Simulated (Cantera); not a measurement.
A closed system holds: 1 mol Al₂O₃, 2.8 mol Cl₂, 17 mol HCl, held at 36.0 Pa.

Cantera equilibrium calculation (NASA polynomials, part measured and part estimated; ideal gas, pure solids and liquids). Candidate condensed phases: Al, AlCl₃, Al₂O₃, H₂O; 29 gas species. Kinetics and transport are ignored. All values below are at 1200 K.

Base state: HCl 0.825, Cl₂ 0.0968, Cl 0.0775, AlCl₃ 0.000396, O₂ 0.000199, H₂O 0.000194 (mole fractions); condensed: Al₂O₃(s).

### Question
What changes in the equilibrium state with this change: pressure from 36.0 Pa to 1.33 mbar?

### Answer
| species | before | after |
|---|---|---|
| HCl | 0.825 | 0.839 |
| Cl₂ | 0.0968 | 0.116 |
| Cl | 0.0775 | 0.0441 |
| AlCl₃ | 0.000396 | 0.000424 |
| H₂O | 0.000194 | 0.000297 |
| O₂ | 0.000199 | 0.000169 |
| Al₂O₃(s), mol | 0.996 | 0.996 |
